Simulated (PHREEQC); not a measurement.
Dissolve 0.017 mol Pb(NO3)2 per kg of water at 25 °C. Closed to the air; pH follows from the charge balance.

Equilibrium calculation in PHREEQC: ion-association model, wateq4f.dat.

```csv
quantity,before,after
pH,4.83,4.73
Pb+2 (mol/kgw),0.0140,0.0199
PbNO3+ (mol/kgw),0.00296,0.00552
PbOH+ (mol/kgw),1.04e-5,1.08e-5
SI of Pb(OH)2 (Pb(OH)2),-0.68,-0.77
SI of Litharge (PbO),-5.25,-5.34
```

Q: Which change was made?
A. Pb(NO3)2 from 0.017 to 0.0085 mol/kgw
B. 0.00026 mol/kgw Zn(NO3)2 added
C. Pb(NO3)2 from 0.017 to 0.0153 mol/kgw
D. diluted 5-fold with water
E. Pb(NO3)2 from 0.017 to 0.0255 mol/kgw

A: E, Pb(NO3)2 from 0.017 to 0.0255 mol/kgw

Precipitation was switched off in this run.
